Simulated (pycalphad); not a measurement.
All values are pycalphad results on the COST 507 light-alloy database (1999) (1 atm), not direct measurements. The data set is of 1999 and partly superseded.

## Al-3.357Si-4.699Fe (wt.%): equilibrium cooling sequence

| T (K) | phases above | phases below |
|---|---|---|
| 1015.5 | liquid | AL13FE4 + liquid |
| 905.9 | AL13FE4 + liquid | AL13FE4 + fcc + liquid |
| 904.8 | AL13FE4 + fcc + liquid | ALFESI_ALPHA + fcc + liquid |
| 892.6 | ALFESI_ALPHA + fcc + liquid | ALFESI_BETA + fcc + liquid |
| 864.5 | ALFESI_BETA + fcc + liquid | ALFESI_BETA + fcc |
| 819.9 | ALFESI_BETA + fcc | ALFESI_BETA + diamond (Si) + fcc |

Changes were sought between steps of 75 K, so a narrower field can be missed.

Database names, with the compositions (at.%) that they take in these runs: AL13FE4: Al 76 Fe 24; ALFESI_BETA: Al 70 Si 15 Fe 15.
